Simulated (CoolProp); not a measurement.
Vapour-liquid equilibrium of propane (1) + R152A (2) at 297.8 K; x and y are mole fractions of (1).

Computed with CoolProp (multi-fluid Helmholtz-energy mixture model, Lemmon 2009 and Outcalt 1996; pair parameters Bell 2016).

```
x     bubble pressure (MPa)  y at the bubble point  dew pressure at overall composition x (MPa)  liquid density (mol/L)
----  ---------------------  ---------------------  -------------------------------------------  ----------------------
0.05                 0.6802                  0.155                                       0.6170                       …
0.2                  0.8701                  0.400                                       0.7105                   12.80
0.35                      …                  0.520                                       0.8268                   12.26
0.5                   1.033                  0.601                                       0.9594                   11.82
0.65                  1.059                  0.675                                        1.054                   11.49
0.8                   1.053                      …                                        1.043                       …
0.95                 0.9887                  0.918                                       0.9716                       …
```

### Question
Some entries are withheld; supply them.

### Answer

- 0.05, liquid density (mol/L): 13.41
- 0.35, bubble pressure (MPa): 0.9762
- 0.8, y at the bubble point: 0.766
- 0.8, liquid density (mol/L): 11.29
- 0.95, liquid density (mol/L): 11.19

y crosses x between x = 0.65 and 0.8: the model has an azeotrope there.

The pair parameters rest on a limited set of measurements; away from them the model extrapolates.
